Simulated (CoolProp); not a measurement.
Vapour-liquid equilibrium of C2F6 (R116) (1) + propylene (2) at 227.4 K; x and y are mole fractions of (1).

The numbers come from the multi-fluid Helmholtz-energy mixture model, Lemmon 2006 and Lemmon 2013; pair parameters Bell 2016 in CoolProp.

**Question.** Give the bubble pressure and the first vapour's composition at x = 0.2, 0.65, 0.725. Is there an azeotrope?

**Answer.** x = 0.2: 0.3949 MPa, y = 0.734; x = 0.65: 0.4374 MPa, y = 0.781; x = 0.725: 0.4430 MPa, y = 0.800. y crosses x between x = 0.8 and 0.875: the model has an azeotrope there.

The pair parameters rest on a limited set of measurements; away from them the model extrapolates. With so large a gap from Raoult's law the liquid may split in two, which this calculation doesn't test in full.
